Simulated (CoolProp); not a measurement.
Vapour-liquid equilibrium of CHF3 (R23) (1) + R227EA (2) at 0.155 MPa; x and y are mole fractions of (1).

The numbers come from the multi-fluid Helmholtz-energy mixture model, Penoncello 2003 and Lemmon 2016; pair parameters Bell 2016 in CoolProp.

Q: Give the bubble temperature and the first vapour's composition at x = 0.125, 0.2, 0.275. Is there an azeotrope?

A: x = 0.125: -33.3 °C, y = 0.727; x = 0.2: -43.7 °C, y = 0.855; x = 0.275: -51.0 °C, y = 0.913. No azeotrope shows between x = 0.05 and 0.95.

Pair parameters are fitted to limited data, so mixtures are less certain than the pure fluids. The gap from Raoult's law changes sign with composition, which may be real or a fault of the pair parameters; it wasn't checked against measurements.
